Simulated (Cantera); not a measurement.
Feed: 1 mol BN, 11 mol HF, 80 mol N2, 2.9 mol Cl2, held at 1848 K and 6.30e-5 bar.

Equilibrium computed with Cantera from the NASA thermochemical tables; the gas is ideal and each condensed phase is pure. Candidate condensed phases: B, BN, NH4Cl; 40 gas species. The tables' values for BF2 are old estimates; treat these amounts as uncertain. The numbers say what is thermodynamically allowed, not how fast it happens.

Base state: N2 0.840, HF 0.0852, Cl 0.0358, HCl 0.0248, BF3 0.00886, H 0.00235, BF2 0.00137, H2 0.00123 (mole fractions); condensed: gas only.

**Question.** What changes in the equilibrium state with this change: pressure from 6.30e-5 bar to 0.00270 bar?

**Answer.** 
| species | before | after |
|---|---|---|
| N2 | 0.840 | 0.845 |
| HF | 0.0852 | 0.0840 |
| HCl | 0.0248 | 0.0312 |
| Cl | 0.0358 | 0.0296 |
| BF3 | 0.00886 | 0.0104 |
| BF | 0.000204 | 3.13e-7 |
| Cl2 | 5.20e-7 | 1.53e-5 |
| H | 0.00235 | 8.35e-5 |
| BF2 | 0.00137 | 5.81e-5 |
| H2 | 0.00123 | 6.69e-5 |

**Question.** What changes in the equilibrium state with this change: temperature from 1848 K to 1273 K?

**Answer.** 
```tsv
species	before	after
N2	0.840	0.845
HF	0.0852	0.0840
HCl	0.0248	0.0315
Cl	0.0358	0.0283
BF3	0.00886	0.0105
BF2	0.00137	1.51e-9
H	0.00235	7.63e-9
```
